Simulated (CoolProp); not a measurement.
Values from CoolProp's reference Helmholtz-energy equation of state, Zhou 2016.

Problem. For R245ca, give the phase and the Z, isothermal compressibility (1/MPa) at 396.3 K and 0.228 MPa.

Solution. 
- 396.3 K and 0.228 MPa: gas; Z 0.968, isothermal compressibility 4.53
